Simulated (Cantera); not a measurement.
A Cantera script and what it prints.

```python
import numpy as np
import cantera as ct

gas_names = [...]  # 87 gases of nasa_gas.yaml made of C, H, Si
cond_names = """
    C(gr) C6H6(L) C7H8(L) C8H18(L),n-octa Si(cr) Si(L) SiC(b)
""".split()


# ... load() reads the species with a 1 bar reference pressure and builds the phases ...
atoms = {
    'CH3SiH3': {'C': 1, 'H': 6, 'Si': 1},
    'C2H2': {'C': 2, 'H': 2},
    'H2': {'H': 2},
}
top_T = {'C(gr)': 4500, 'SiC(b)': 3050}  # K; cautious upper limits of use, not melting points


# ... equilibrate(T, P, feed) seeds the gas with the atoms and calls Mixture.equilibrate('TP', solver="vcs", rtol=1e-11, max_steps=5000) ...
results = []
feed = {'CH3SiH3': 1, 'C2H2': 1.2, 'H2': 5.9}  # mol
P = 2200  # Pa
for T in [1248, 1348, 1448, 1548, 1648, 1748, 1848, 1948, 2048, 2148, 2248, 2348]:
    mix = equilibrate(T, P, feed)
    results.append((T, P, feed, dict(zip(mix.species_names, mix.species_moles))))

top = {s: max(r[3][s] / sum(r[3][g] for g in gas_names) for r in results) for s in gas_names}
cols = sorted((s for s in top if top[s] > 1e-06), key=lambda s: -top[s])[:8]
seen = [c for c in cond_names if any(r[3].get(c, 0) > 1e-12 for r in results)]
print("log10 of partial pressures in bar; condensed amounts in mol")
print(f"{'T/K':>10s}" + "".join(f"{s[:9]:>10s}" for s in cols + seen))
for T, P, feed, n in results:
    ng = sum(n[g] for g in gas_names)
    print(f"{T:10.4g}" + "".join(f"{np.log10(max(n[s] / ng * P / 1e5, 1e-99)):10.3f}" for s in cols)
          + "".join(f"{n.get(c, 0):10.4g}" for c in seen))
```

It prints:

```
log10 of partial pressures in bar; condensed amounts in mol
       T/K        H2         H        Si C2H2,acet      SiC2      Si2C       SiH       CH4     C(gr)    SiC(b)
      1248    -1.658    -7.160   -13.761    -8.271   -17.653   -17.625   -13.543    -5.268     2.398         1
      1348    -1.658    -6.465   -12.150    -7.578   -15.539   -15.549   -12.170    -5.549     2.399         1
      1448    -1.658    -5.864   -10.763    -6.981   -13.721   -13.764   -10.989    -5.792     2.399         1
      1548    -1.658    -5.340    -9.556    -6.462   -12.141   -12.215    -9.962    -6.003     2.399         1
      1648    -1.658    -4.879    -8.498    -6.007   -10.757   -10.858    -9.062    -6.189     2.399         1
      1748    -1.658    -4.470    -7.562    -5.606    -9.534    -9.659    -8.267    -6.353     2.398         1
      1848    -1.659    -4.105    -6.728    -5.248    -8.446    -8.594    -7.559    -6.500     2.395    0.9999
      1948    -1.661    -3.778    -5.981    -4.930    -7.472    -7.641    -6.925    -6.633      2.39    0.9994
      2048    -1.665    -3.482    -5.307    -4.644    -6.596    -6.784    -6.356    -6.756     2.381    0.9972
      2148    -1.671    -3.216    -4.698    -4.389    -5.803    -6.009    -5.842    -6.872     2.372    0.9881
      2248    -1.682    -2.975    -4.143    -4.162    -5.083    -5.305    -5.378    -6.989      2.37    0.9548
      2348    -1.702    -2.760    -3.636    -3.965    -4.425    -4.663    -4.958    -7.114     2.405    0.8415
```

Equilibrium computed with Cantera from the NASA thermochemical tables; the gas is ideal and each condensed phase is pure. The feed counts by its element totals alone. Gases not in the tables: Si2H6 and higher silanes.
